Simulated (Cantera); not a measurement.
An isothermal plug-flow reactor at 498 K and 1.09 atm (inlet), inlet velocity 0.81 m/s, active area per volume 140 1/m; feed 0.874 % H₂, 5.79 % O₂, 93.3 % N₂, equivalence ratio 0.076.

Model: Deutschmann's 1995 Pt surface mechanism with GRI-Mech 3.0 gas chemistry, integrated in Cantera. Catalytic surfaces can have several steady states; this one follows from the mechanism file's or the stated starting coverage. Mass transfer to the wall is taken as infinitely fast.

x: gas mole fraction; θ: surface coverage.

| z (m) | x H₂ | x O₂ | x H₂O | θ free Pt | θ O* | θ OH* |
|---|---|---|---|---|---|---|
| 0.00022 | 0.00713 | 0.0571 | 0.00162 | 0.182 | 0.783 | 0.0344 |
| 0.00037 | 0.00632 | 0.0567 | 0.00243 | 0.163 | 0.802 | 0.0346 |
| 0.00062 | 0.00531 | 0.0563 | 0.00345 | 0.138 | 0.828 | 0.0343 |
| 0.001 | 0.00427 | 0.0558 | 0.00450 | 0.112 | 0.855 | 0.0332 |
| 0.0017 | (withheld) | 0.0552 | (withheld) | (withheld) | 0.887 | 0.0307 |
| 0.0029 | 0.00213 | 0.0548 | 0.00664 | 0.0569 | 0.916 | 0.0270 |
| 0.0048 | 0.00142 | 0.0544 | 0.00736 | 0.0380 | 0.939 | 0.0231 |
| 0.008 | (withheld) | 0.0542 | 0.00788 | (withheld) | 0.957 | (withheld) |
| 0.013 | 0.000575 | 0.0540 | 0.00820 | 0.0156 | 0.969 | 0.0155 |
| 0.022 | 0.000347 | 0.0539 | 0.00843 | 0.00942 | 0.978 | 0.0122 |

Task: Complete the blanks.

Result: 
- 0.0017, x H₂: 0.00312
- 0.0017, x H₂O: 0.00565
- 0.0017, θ free Pt: 0.0826
- 0.008, x H₂: 0.000902
- 0.008, θ free Pt: 0.0243
- 0.008, θ OH*: 0.0190
